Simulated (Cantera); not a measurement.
Ignition delay

Mixture: 5.58 % CH4, 12.7 % O2, 81.7 % N2, at 760 Torr, adiabatic and at constant volume. Ignition delay is the time to a rise of 400 K.

Cantera simulation using GRI-Mech 3.0 (53 species, 325 reactions); the numbers are that mechanism's predictions, not measurements.

```
T0 (K)  delay (ms)
------  ----------
1225          48.0
1300          17.4
1375          6.76
1450          2.83
1525          1.29
1600         0.640
1675         0.347
```

| Quantity | Value |
|---|---|
| apparent activation energy between 1525 and 1675 K | 190 kJ/mol |
